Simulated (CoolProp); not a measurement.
A single-stage vapour-compression cycle with n-butane: evaporating at 302.15 K (dew point), condensing at 365.15 K (bubble point), superheat 5 K, subcooling 5 K, compressor efficiency 0.7, no pressure losses. Each further row changes one setting.

Computed with CoolProp (reference Helmholtz-energy equation of state, Bücker 2006).

| case | cooling COP | pressure ratio | discharge temperature (K) | refrigerating effect (kJ/kg) | volumetric capacity (kJ/m³) |
|---|---|---|---|---|---|
| as stated | ? | 4.73 | 370.5 | 212 | 1440 |
| evaporating temperature 307.15 K | 2.71 | 4.08 | ? | 219 | 1710 |
| condensing temperature 360.15 K | 2.70 | ? | ? | 226 | 1530 |
| subcooling 10 K | 2.54 | 4.73 | 370.5 | 226 | 1530 |
| superheat 15 K | ? | 4.73 | 380.1 | ? | 1500 |
| compressor efficiency 0.6 | 2.03 | 4.73 | ? | 212 | 1440 |

Complete the blanks.


- as stated, cooling COP: 2.37
- evaporating temperature 307.15 K, discharge temperature (K): 370.1
- condensing temperature 360.15 K, pressure ratio: 4.27
- condensing temperature 360.15 K, discharge temperature (K): 365.9
- superheat 15 K, cooling COP: 2.46
- superheat 15 K, refrigerating effect (kJ/kg): 230
- compressor efficiency 0.6, discharge temperature (K): 376.6
